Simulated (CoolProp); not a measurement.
Computed with CoolProp (reference Helmholtz-energy equation of state, Outcalt 1996). It is a modified Benedict-Webb-Rubin equation, recast in Helmholtz form.

### Question
Give the vapour pressure (MPa), liquid density (kg/m³), enthalpy of vaporisation (kJ/kg), liquid cp (kJ/(kg K)) of saturated R152A at 223 K.

### Answer
```csv
T (K),p (MPa),liquid density (kg/m³),enthalpy of vaporisation (kJ/kg),liquid cp (kJ/(kg K))
223,0.0272,1060,352,1.57
```
